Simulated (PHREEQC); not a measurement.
Brine: speciation

A solution holds 0.74 mol LiBr, 0.044 mol MgSO4 and 0.4 mol KBr per kg of water, at 25 °C. Closed to the air; pH follows from the charge balance.

The numbers come from PHREEQC with the Pitzer model, pitzer.dat.

Each row changes one thing in this solution. Precipitation was switched off in this run.

```tsv
case	MgOH+ (mol/kgw)	HSO4- (mol/kgw)	SI of Arcanite (K2SO4)	SI of Epsomite (MgSO4:7H2O)
as made	2.07e-7	1.18e-7	-1.84	-2.70
diluted 5-fold with water	5.10e-8	2.98e-8	-3.38	-3.54
LiBr from 0.74 to 0.148 mol/kgw	1.91e-7	1.08e-7	-1.68	-2.57
KBr from 0.4 to 2 mol/kgw	2.74e-7	1.04e-7	-0.83	-2.97
MgSO4 from 0.044 to 0.0484 mol/kgw	2.24e-7	1.30e-7	-1.81	-2.63
diluted 10-fold with water	2.95e-8	1.77e-8	-4.08	-3.90
```
